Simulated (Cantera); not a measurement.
**Hydrocarbon pyrolysis for carbon deposition**

A perfectly stirred reactor is fed with C₂H₆ : H₂ = 1 : 13 (molar parts), at 0.132 atm; it is held at 1725 K, and followed from long to short residence time.

Cantera simulation using GRI-Mech 3.0 (53 species, 325 reactions); the numbers are that mechanism's predictions, not measurements. GRI-Mech 3.0 stops at C3 and has no aromatics, soot or wall deposition, so with more carbon than oxygen in the feed, carbon stays in small species such as C2H2 where larger ones or solid carbon would form.

```csv
τ (s),x C₂H₆,x H₂,x CH₄,x CH₃,x C₂H
22,3.79e-7,0.934,0.00538,5.84e-5,2.01e-7
8.3,8.71e-7,0.933,0.00764,8.40e-5,2.01e-7
3.2,2.09e-6,0.931,0.0111,0.000125,2.00e-7
1.2,5.21e-6,0.928,0.0163,0.000191,2.01e-7
0.46,1.26e-5,0.924,0.0226,0.000287,2.05e-7
0.18,2.90e-5,0.920,0.0296,0.000420,2.15e-7
0.068,6.68e-5,0.916,0.0366,0.000613,2.35e-7
0.026,0.000148,0.912,0.0432,0.000885,2.65e-7
0.0099,0.000324,0.908,0.0497,0.00127,2.97e-7
0.0038,0.000701,0.903,0.0559,0.00180,3.23e-7
```
x: mole fraction; the columns are a selection and need not sum to one.
